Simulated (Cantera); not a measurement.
Feed: 1 mol SiC, 1 mol H2O, 520 mol H2, held at 1100 K and 0.100 bar.

Cantera equilibrium calculation (NASA polynomials, part measured and part estimated; ideal gas, pure solids and liquids). Candidate condensed phases: C, C6H6, C7H8, C8H18, H2O, Si, SiC, SiO2; 123 gas species. Mutual solubility and eutectic melting of coexisting phases are not modelled. Rates play no part.

Base state: H2 0.999, CH4 0.000953 (mole fractions); condensed: SiC(s) + SiO2(β-quartz).

Task: What changes in the equilibrium state with this change: SiC replaced by Si?

Result: 
```
species                before  after
-------------------  --------  -----
H2                      0.999   1.00
CH4                  0.000953      0
SiC(s), mol             0.501      0
SiO2(β-quartz), mol     0.499  0.500
Si(s), mol                  0  0.500
```
